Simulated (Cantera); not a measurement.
Input: 1 mol PbO, 0.014 mol O2, 43 mol N2, at 1348 K and 0.230 bar.

Method: chemical equilibrium by Gibbs-energy minimisation in Cantera with the NASA 1993 tables (ideal gas, pure condensed phases). Candidate condensed phases: Pb, PbO, PbO2, Pb3O4; 12 gas species. Gases not in the tables: (PbO)n polymers. The numbers say what is thermodynamically allowed, not how fast it happens.

Base state: N2 0.994, PbO 0.00437, O2 0.000601, Pb 0.000586, NO 3.22e-5 (mole fractions); condensed: PbO(l).

Question: What changes in the equilibrium state with this change: temperature from 1348 K to 798 K?

Answer: 
```json
[
 {"species": "N2", "before": "0.994", "after": "1.000"},
 {"species": "O2", "before": "0.000601", "after": "0.000325"},
 {"species": "NO", "before": "3.22e-5", "after": "8.58e-8"},
 {"species": "PbO", "before": "0.00437", "after": "<1e-9"},
 {"species": "Pb", "before": "0.000586", "after": "<1e-9"},
 {"species": "PbO(l), mol", "before": "0.786", "after": "0"},
 {"species": "PbO(yellow), mol", "before": "0", "after": "1.00"}
]
```
